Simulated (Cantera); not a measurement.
What does this Cantera script print?

```python
import numpy as np
import cantera as ct

gas = ct.Solution("gri30.yaml")
gas.TPX = 1000, 2666, {'H2': 0.15, 'O2': 1}
reactor = ct.IdealGasConstPressureReactor(gas, energy="off", clone=False)
net = ct.ReactorNet([reactor])
net.rtol, net.atol = 1e-08, 1e-18
show = ['H2', 'O2', 'H2O2', 'HO2', 'OH', 'H']
times = np.geomspace(3e-05, 30, 10)

steps = ct.SolutionArray(gas, extra=["t"])
rows = []
print(f"{'t/s':>10s}{'T/K':>9s}{'P/Pa':>11s}" + "".join(f"{s:>11s}" for s in show))
for t in times:
    while net.time < t:
        t_next = net.step()
        steps.append(gas.state, t=t_next)
    rows.append([np.interp(t, steps.t, y) for y in (steps.T, steps.P, *steps(*show).X.T)])
    print(f"{t:10.3e}{rows[-1][0]:9.1f}{rows[-1][1]:11.4g}" + "".join(f"{x:11.3e}" for x in rows[-1][2:]))
rate = np.gradient(steps.T, steps.t)
print("integrator steps:", len(steps.t))
if steps.T.max() > steps.T[0] + 200:
    print(f"time of steepest temperature rise: {steps.t[rate.argmax()]:.4e} s")
gas.TPX = 1000, 2666, {'H2': 0.15, 'O2': 1}
gas.equilibrate("TP")
print(f"equilibrium (TP): T = {gas.T:.1f} K  " + "  ".join(f"{s} {gas[s].X[0]:.3e}" for s in show))
```

It prints:

```
       t/s      T/K       P/Pa         H2         O2       H2O2        HO2         OH          H
 3.000e-05   1000.0       2666  1.304e-01  8.696e-01  2.657e-15  6.638e-11  8.321e-12  5.940e-11
 1.392e-04   1000.0       2666  1.304e-01  8.696e-01  5.798e-14  3.150e-10  1.008e-10  3.695e-10
 6.463e-04   1000.0       2666  1.304e-01  8.696e-01  1.863e-12  3.778e-09  1.805e-08  5.777e-08
 3.000e-03   1000.0       2666  9.923e-03  8.254e-01  7.614e-07  2.469e-05  4.464e-03  3.083e-02
 1.392e-02   1000.0       2666  2.862e-04  8.593e-01  5.300e-07  1.058e-05  5.054e-04  1.340e-04
 6.463e-02   1000.0       2666  1.243e-05  8.604e-01  1.955e-07  1.285e-06  9.927e-05  1.079e-06
 3.000e-01   1000.0       2666  5.664e-07  8.604e-01  5.165e-08  1.366e-07  2.874e-05  2.487e-08
 1.392e+00   1000.0       2666  4.581e-08  8.605e-01  1.308e-08  2.001e-08  1.049e-05  1.208e-09
 6.463e+00   1000.0       2666  6.824e-09  8.605e-01  3.263e-09  3.761e-09  4.352e-06  8.679e-11
 3.000e+01   1000.0       2666  1.252e-09  8.605e-01  7.752e-10  1.038e-09  1.915e-06  7.424e-12
integrator steps: 1784
equilibrium (TP): T = 1000.0 K  H2 8.104e-11  O2 8.605e-01  H2O2 5.951e-11  HO2 1.280e-09  OH 4.797e-07  H 1.260e-13
```

Cantera simulation using GRI-Mech 3.0 (53 species, 325 reactions); the numbers are that mechanism's predictions, not measurements. Radical loss at walls, strong at low pressure, is not modelled. The temperature is held fixed by assumption; the heat of reaction is taken as removed at once.
